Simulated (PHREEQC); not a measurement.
Solution (20 °C): 64 mmol/kgw HNO3 and 110 mmol/kgw AlCl3. Closed to the air; pH follows from the charge balance.

The numbers come from PHREEQC with the ion-association model, phreeqc.dat.

Each row changes one thing in this solution. Precipitation was switched off in this run.

```tsv
case	pH	AlOH+2 (mol/kgw)	SI of Gibbsite (Al(OH)3)
as made	1.32	6.18e-6	-6.52
HNO3 from 0.064 to 0.64 mol/kgw	0.33	6.08e-7	-9.60
AlCl3 from 0.11 to 0.022 mol/kgw	1.29	1.30e-6	-7.06
temperature from 20 to 10 °C	1.31	3.16e-6	-7.11
HNO3 left out	3.32	0.000626	-0.49
HNO3 replaced by Al(NO3)3 at the same molality	3.23	0.000787	-0.64
AlCl3 from 0.11 to 0.121 mol/kgw	1.32	6.79e-6	-6.49
0.0045 mol/kgw Ca(OH)2 added	1.38	7.20e-6	-6.32
```

The ionic strength passes 0.7 mol/kgw, the rough limit of the ion-association models, in as made; HNO3 from 0.064 to 0.64 mol/kgw; temperature from 20 to 10 °C; HNO3 replaced by Al(NO3)3 at the same molality; AlCl3 from 0.11 to 0.121 mol/kgw; 0.0045 mol/kgw Ca(OH)2 added. Complexes and solids missing from the database can't appear. Constants without temperature data keep their 25 °C values here.
